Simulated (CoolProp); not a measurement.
The fluid at 257.99 K and 0.136 MPa is throttled through a valve to 0.0824 MPa with no heat exchange. The same conditions are run with several fluids, on thermodynamics alone (safety and materials aside).

Values from CoolProp's reference Helmholtz-energy equation of state of each fluid (R1336mzz(Z): McLinden 2020; R1233zd(E): Akasaka 2022; methanol: de Reuck 1993; n-heptane: Span 2003; n-perfluorohexane: Gao 2022).

| fluid | final density (kg/m³) |
|---|---|
| R1336mzz(Z) | 1460 |
| R1233zd(E) | ___ |
| methanol | ___ |
| n-heptane | 713 |
| n-perfluorohexane | ___ |

What belongs in the gaps?


- R1233zd(E), final density (kg/m³): 1360
- methanol, final density (kg/m³): 824
- n-perfluorohexane, final density (kg/m³): 1790
